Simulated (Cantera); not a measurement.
An isothermal, constant-pressure homogeneous reactor starts with CH4 : N2 = 1 : 2.5 (molar parts), at 1500 K and 2670 Pa. Integrator tolerance rtol = 1e-08.

Detailed kinetics in Cantera: GRI-Mech 3.0 (53 species, 325 reactions). GRI-Mech 3.0 stops at C3 and has no aromatics, soot or wall deposition, so with more carbon than oxygen in the feed, carbon stays in small species such as C2H2 where larger ones or solid carbon would form. Radical loss at walls, strong at low pressure, is not modelled.

```json
[
 {"quantity": "x(CH4) at 100 s", "before": "0.00431 (gas-phase equilibrium 0.00110)", "after": "0.00602 (gas-phase equilibrium 0.00236)"},
 {"quantity": "x(HCN) at 100 s", "before": "1.41e-7 (gas-phase equilibrium 0.0904)", "after": "7.89e-8 (gas-phase equilibrium 0.0934)"},
 {"quantity": "x(C2H4) at 100 s", "before": "0.000271 (gas-phase equilibrium 0.000163)", "after": "0.000536 (gas-phase equilibrium 0.000380)"},
 {"quantity": "x(C2H) at 100 s", "before": "3.78e-8 (gas-phase equilibrium 2.32e-8)", "after": "4.52e-8 (gas-phase equilibrium 3.24e-8)"},
 {"quantity": "x(C2H2) at 100 s", "before": "0.109 (gas-phase equilibrium 0.0653)", "after": "0.154 (gas-phase equilibrium 0.108)"},
 {"quantity": "x(H) at 100 s", "before": "6.03e-5 (gas-phase equilibrium 6.25e-5)", "after": "7.22e-5 (gas-phase equilibrium 7.41e-5)"},
 {"quantity": "x(CH2) at 100 s", "before": "2.43e-9 (gas-phase equilibrium 6.56e-10)", "after": "2.45e-9 (gas-phase equilibrium 1.00e-9)"}
]
```

### Question
Name the change that produced these shifts.
A. temperature 1500 to 1625 K
B. N2 2.5 to 1.2 parts
C. pressure from 2670 Pa to 13300 Pa
D. temperature 1500 to 1925 K

### Answer
B, N2 2.5 to 1.2 parts
